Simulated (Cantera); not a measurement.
Charge: 1 mol Al₂O₃, 2900 mol H₂, 0.039 mol H₂O, at 1525 K and 0.133 bar.

These are equilibrium values from Cantera (NASA tables, ideal gas, pure condensed phases), not measurements of a reactor. Candidate condensed phases: Al, Al₂O₃, H₂O; 19 gas species. Kinetics and transport are ignored.

Base state: H₂ 1.000, H 6.48e-5, H₂O 1.35e-5 (mole fractions); condensed: Al₂O₃(s).

Q: What changes in the equilibrium state with this change: temperature from 1525 K to 1850 K?

A: 
```csv
species,before,after
H₂,1.000,0.998
H,6.48e-5,0.00147
H₂O,1.35e-5,5.33e-5
Al,3.18e-9,1.79e-5
"Al₂O₃(s), mol",1.000,0.956
```
